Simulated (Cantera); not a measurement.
Input: 1 mol H2O, 0.0039 mol SO2, 20 mol N2, equilibrated at 3050 °C.

These are equilibrium values from Cantera (NASA tables, ideal gas, pure condensed phases), not measurements of a reactor. Candidate condensed phases: H2O, H2SO4, S; 35 gas species. The numbers say what is thermodynamically allowed, not how fast it happens.

**Question.** At 2.10 bar, list the 6 most abundant gas species with their mole fractions, and the condensed phases.

**Answer.** N2 0.910, H 0.0326, H2 0.0149, O 0.0118, H2O 0.00999, OH 0.00909. Condensed: gas only.
